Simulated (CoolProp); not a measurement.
Values from CoolProp's reference Helmholtz-energy equation of state, Lemmon 2006. It is a short technical equation, of lower accuracy than the large ones.

**Question.** Give the vapour pressure (MPa), liquid density (kg/m³), liquid cp (kJ/(kg K)), vapour Z of saturated acetone at 74.75, 142.05, 226.25 °C.

**Answer.** 
```tsv
T (°C)	p (MPa)	liquid density (kg/m³)	liquid cp (kJ/(kg K))	vapour Z
74.75	0.184	726	2.29	0.925
142.05	0.974	632	2.61	0.793
226.25	4.13	419	6.15	0.415
```
